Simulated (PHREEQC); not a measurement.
Dissolve 4.7 mol/kgw CaCl2, 0.74 mol/kgw MnCl2 and 0.0003 mol/kgw H4SiO4 at 20 °C. Closed to the air; pH follows from the charge balance.

Equilibrium calculation in PHREEQC: Pitzer model, pitzer.dat.

```yaml
pH: 4.31
ionic_strength: 16.3 mol/kgw
activity_of_water: 0.460
density: 1.380 g/cm³
osmotic_coefficient: 2.638
```

| species | molality | activity | log γ |
|---|---|---|---|
| Cl- | 10.9 | 10.7 | -0.008 |
| Ca+2 | 4.70 | 1000 | 2.630 |
| Mn+2 | 0.740 | 68.7 | 1.968 |
| H4SiO4 | 0.000300 | 0.00281 | 0.972 |
| H+ | 5.48e-7 | 4.85e-5 | 1.947 |
| H3SiO4- | 3.51e-7 | 7.13e-9 | -1.692 |
| OH- | 1.97e-7 | 6.50e-11 | -3.481 |

No solid was allowed to form. The solution is supersaturated, for example in SiO2(a), so a real one may precipitate; this is no full list. Complexes and solids missing from the database can't appear. In brines, pH and single-ion activities rest on the MacInnes convention.
